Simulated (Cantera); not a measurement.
A Cantera script and what it prints.

```python
import numpy as np
import cantera as ct

gas_names = """
    F F2 N NF NF2 NF3 N2 Si SiF SiF2 SiF3 SiF4 SiN Si2 Si2N Si3
""".split()
cond_names = """
    Si(cr) Si(L) Si3N4(a)
""".split()


# ... load() reads the species with a 1 bar reference pressure and builds the phases ...
atoms = {
    'Si': {'Si': 1},
    'F2': {'F': 2},
    'N2': {'N': 2},
}
top_T = {'Si3N4(a)': 2400}  # K; cautious upper limits of use, not melting points


# ... equilibrate(T, P, feed) seeds the gas with the atoms and calls Mixture.equilibrate('TP', solver="vcs", rtol=1e-11, max_steps=5000) ...
results = []
feed = {'Si': 1, 'F2': 4.2, 'N2': 25}  # mol
T = 1575  # K
P = 760  # Pa
mix = equilibrate(T, P, feed)
results.append((T, P, feed, dict(zip(mix.species_names, mix.species_moles))))
x = sorted(zip(gas.X, gas.species_names), reverse=True)
print(f"T = {T:g} K  P = {P:g} Pa  gas = {mix.phase_moles(0):.4g} mol")
print("   x: " + "  ".join(f"{s} {v:.3e}" for v, s in x if v > 1e-05))
print("   condensed (mol): " + ("  ".join(f"{mix.phase(i).name} {mix.phase_moles(i):.4g}"
      for i in range(1, mix.n_phases) if mix.phase_moles(i) > 1e-12) or "none"))
```

Output:

```
T = 1575 K  P = 760 Pa  gas = 30.4 mol
   x: N2 8.224e-01  F 1.447e-01  SiF4 3.290e-02  F2 1.131e-05
   condensed (mol): none
```

Cantera equilibrium calculation (NASA polynomials, part measured and part estimated; ideal gas, pure solids and liquids).
